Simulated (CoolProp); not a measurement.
Properties of neopentane at several states (Tc = 433.7 K, pc = 3.196 MPa, ω = 0.196).

Model: reference Helmholtz-energy equation of state, Lemmon 2006, in CoolProp. It is a short technical equation, of lower accuracy than the large ones.

| T (K) | p (MPa) | phase | density (kg/m³) | cp (kJ/(kg K)) |
|---|---|---|---|---|
| 539.6 | 0.115 | gas | 1.860 | 2.750 |
| 505 | 12 | supercritical | 351.0 | 3.322 |
| 413.9 | 0.471 | gas | 10.51 | 2.279 |
